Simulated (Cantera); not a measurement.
Cantera run, input and output.

```python
import numpy as np
import cantera as ct

gas = ct.Solution("SiF4_NH3_mec.yaml", "gas")
gas.TPX = 2325, 62000, {'NH3': 1, 'H2': 24}
reactor = ct.IdealGasConstPressureReactor(gas, energy="off", clone=False)
net = ct.ReactorNet([reactor])
net.rtol, net.atol = 1e-08, 1e-18
show = ['NH3', 'H2', 'NH', 'N2H4', 'N', 'H']
times = np.geomspace(5e-05, 4, 11)

steps = ct.SolutionArray(gas, extra=["t"])
rows = []
print(f"{'t/s':>10s}{'T/K':>9s}{'P/Pa':>11s}" + "".join(f"{s:>11s}" for s in show))
for t in times:
    while net.time < t:
        t_next = net.step()
        steps.append(gas.state, t=t_next)
    rows.append([np.interp(t, steps.t, y) for y in (steps.T, steps.P, *steps(*show).X.T)])
    print(f"{t:10.3e}{rows[-1][0]:9.1f}{rows[-1][1]:11.4g}" + "".join(f"{x:11.3e}" for x in rows[-1][2:]))
rate = np.gradient(steps.T, steps.t)
print("integrator steps:", len(steps.t))
if steps.T.max() > steps.T[0] + 200:
    print(f"time of steepest temperature rise: {steps.t[rate.argmax()]:.4e} s")
gas.TPX = 2325, 62000, {'NH3': 1, 'H2': 24}
gas.equilibrate("TP")
print(f"equilibrium (TP): T = {gas.T:.1f} K  " + "  ".join(f"{s} {gas[s].X[0]:.3e}" for s in show))
```

Output:

```
       t/s      T/K       P/Pa        NH3         H2         NH       N2H4          N          H
 5.000e-05   2325.0    6.2e+04  3.990e-02  9.594e-01  1.149e-06  2.105e-10  3.244e-08  6.273e-04
 1.546e-04   2325.0    6.2e+04  3.965e-02  9.582e-01  1.015e-05  1.842e-09  8.575e-07  1.873e-03
 4.782e-04   2325.0    6.2e+04  3.746e-02  9.571e-01  4.201e-05  7.249e-09  7.426e-06  3.942e-03
 1.479e-03   2325.0    6.2e+04  2.754e-02  9.616e-01  4.348e-05  5.500e-09  9.130e-06  4.694e-03
 4.573e-03   2325.0    6.2e+04  9.709e-03  9.689e-01  3.196e-05  1.411e-09  9.717e-06  6.799e-03
 1.414e-02   2325.0    6.2e+04  5.214e-04  9.674e-01  6.575e-06  1.540e-11  3.916e-06  1.321e-02
 4.373e-02   2325.0    6.2e+04  7.309e-05  9.670e-01  1.012e-06  3.317e-13  6.311e-07  1.382e-02
 1.352e-01   2325.0    6.2e+04  1.973e-05  9.671e-01  2.734e-07  2.419e-14  1.706e-07  1.383e-02
 4.183e-01   2325.0    6.2e+04  6.107e-06  9.671e-01  8.463e-08  2.318e-15  5.282e-08  1.383e-02
 1.293e+00   2325.0    6.2e+04  2.106e-06  9.671e-01  2.918e-08  2.760e-16  1.821e-08  1.383e-02
 4.000e+00   2325.0    6.2e+04  1.110e-06  9.671e-01  1.538e-08  7.699e-17  9.598e-09  1.383e-02
integrator steps: 1332
equilibrium (TP): T = 2325.0 K  NH3 1.034e-06  H2 9.671e-01  NH 1.433e-08  N2H4 6.689e-17  N 8.942e-09  H 1.383e-02
```

Cantera simulation using the gas-phase N/H chemistry of the illustrative SiF4/NH3 mechanism in the Surface Chemkin manual (1991); the numbers are that mechanism's predictions, not measurements. Walls and surfaces, which speed up NH3 decomposition in real reactors, are not modelled.
